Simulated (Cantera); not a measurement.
Input (Python, Cantera) and output of one run.

```python
import numpy as np
import cantera as ct

gas_names = """
    H HO2 H2 H2O H2O2 Hg O OH O2 O3
""".split()
cond_names = """
    H2O(s) H2O(L) Hg(cr) Hg(L) HgO(s)
""".split()


def load(file, names, dense=False):
    # The tables refer to 1 bar. Condensed volumes are neglected.
    table = {s.name: s for s in ct.Species.list_from_file(file)}
    out = []
    for n in names:
        d = dict(table[n].input_data)
        d["thermo"] = dict(d["thermo"], **{"reference-pressure": 1e5})
        if dense:
            d["equation-of-state"] = {"model": "constant-volume", "density": "1e6 g/cm^3"}
        out.append(ct.Species.from_dict(d))
    return out


gas = ct.Solution(thermo="ideal-gas", species=load("nasa_gas.yaml", gas_names))
cond = {s.name: ct.Solution(thermo="fixed-stoichiometry", species=[s], name=s.name)
        for s in load("nasa_condensed.yaml", cond_names, dense=True)}
atoms = {
    'HgO': {'Hg': 1, 'O': 1},
    'H2': {'H': 2},
}
top_T = {}  # K; cautious upper limits of use, not melting points


def equilibrate(T, P, feed):
    n = {}
    for name, mol in feed.items():
        for a, k in atoms[name].items():
            n[a] = n.get(a, 0.0) + k * mol
    gas.TPX = T, P, n
    mass = sum(n.values()) * gas.mean_molecular_weight
    gas.equilibrate("TP")
    valid = [c for c in cond.values() if c.min_temp <= T <= top_T.get(c.name, c.max_temp)]
    mix = ct.Mixture([(gas, mass / gas.mean_molecular_weight)] + [(c, 0.0) for c in valid])
    mix.T, mix.P = T, P
    mix.equilibrate("TP", solver="vcs", rtol=1e-11, max_steps=5000)
    return mix


results = []
T = 975  # K
P = 110  # Pa
for m in [0.71, 0.93, 1.2, 1.6, 2.1, 2.7, 3.6, 4.7]:
    feed = {'HgO': 1, 'H2': m}  # mol
    mix = equilibrate(T, P, feed)
    results.append((T, P, feed, dict(zip(mix.species_names, mix.species_moles))))
    x = sorted(zip(gas.X, gas.species_names), reverse=True)
    print(f"T = {T:g} K  P = {P:g} Pa  n(H2) = {m:g} mol  gas = {mix.phase_moles(0):.4g} mol")
    print("   x: " + "  ".join(f"{s} {v:.3e}" for v, s in x if v > 0.001))
    print("   condensed (mol): " + ("  ".join(f"{mix.phase(i).name} {mix.phase_moles(i):.4g}"
          for i in range(1, mix.n_phases) if mix.phase_moles(i) > 1e-12) or "none"))
```

Output:

```
T = 975 K  P = 110 Pa  n(H2) = 0.71 mol  gas = 1.855 mol
   x: Hg 5.391e-01  H2O 3.827e-01  O2 7.817e-02
   condensed (mol): none
T = 975 K  P = 110 Pa  n(H2) = 0.93 mol  gas = 1.965 mol
   x: Hg 5.089e-01  H2O 4.733e-01  O2 1.781e-02
   condensed (mol): none
T = 975 K  P = 110 Pa  n(H2) = 1.2 mol  gas = 2.2 mol
   x: Hg 4.545e-01  H2O 4.545e-01  H2 9.091e-02
   condensed (mol): none
T = 975 K  P = 110 Pa  n(H2) = 1.6 mol  gas = 2.6 mol
   x: Hg 3.846e-01  H2O 3.846e-01  H2 2.308e-01
   condensed (mol): none
T = 975 K  P = 110 Pa  n(H2) = 2.1 mol  gas = 3.1 mol
   x: H2 3.548e-01  Hg 3.226e-01  H2O 3.226e-01
   condensed (mol): none
T = 975 K  P = 110 Pa  n(H2) = 2.7 mol  gas = 3.7 mol
   x: H2 4.595e-01  Hg 2.703e-01  H2O 2.703e-01
   condensed (mol): none
T = 975 K  P = 110 Pa  n(H2) = 3.6 mol  gas = 4.6 mol
   x: H2 5.652e-01  Hg 2.174e-01  H2O 2.174e-01
   condensed (mol): none
T = 975 K  P = 110 Pa  n(H2) = 4.7 mol  gas = 5.7 mol
   x: H2 6.491e-01  Hg 1.754e-01  H2O 1.754e-01
   condensed (mol): none
```

These are equilibrium values from Cantera (NASA tables, ideal gas, pure condensed phases), not measurements of a reactor.
